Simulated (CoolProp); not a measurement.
Ethylene along the isotherm -127.05 °C: density (kg/m³) from the reference equation and from simpler models built on Tc = 9.2 °C, pc = 5.042 MPa, ω = 0.087; each cubic takes its own stable root.

Values from CoolProp's reference Helmholtz-energy equation of state, Smukala 2000.

```
p (MPa)   phase  reference  van der Waals  Redlich-Kwong  Soave-Redlich-Kwong  Peng-Robinson
-------  ------  ---------  -------------  -------------  -------------------  -------------
2.8      liquid      602.0          394.4          582.4                581.0          654.0
5.6      liquid      604.0          397.5          584.6                583.3          656.1
8.4      liquid      606.0          400.3          586.7                585.4          658.2
11.2     liquid      607.9          402.9          588.7                587.5          660.1
14       liquid      609.8          405.3          590.6                589.4          662.0
16.8     liquid      611.6          407.4          592.4                591.3          663.8
19.6     liquid      613.4          409.5          594.2                593.1          665.5
22.4     liquid      615.2          411.4          595.8                594.8          667.1
25.2     liquid      616.9          413.1          597.4                596.5          668.7
```
